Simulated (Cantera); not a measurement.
An isothermal, constant-pressure homogeneous reactor starts with NH3 : H2 = 7 : 0.46 (molar parts), at 2350 K and 9.75 Torr.

Cantera simulation using the gas-phase N/H chemistry of the illustrative SiF4/NH3 mechanism in the Surface Chemkin manual (1991); the numbers are that mechanism's predictions, not measurements. Walls and surfaces, which speed up NH3 decomposition in real reactors, are not modelled.

One state of this run: x NH3 = 0.0979; x H2 = 0.682; x N2H2 = 2.57e-6; x H = 0.00259; x NH = 8.63e-5; x NH2 = 0.00118. x: mole fraction; the columns are a selection and need not sum to one.

**Question.** Which value of t (s) does it belong to?
A. 3.00e-6
B. 0.174
C. 1.44e-5
D. 0.00758

**Answer.** B, 0.174
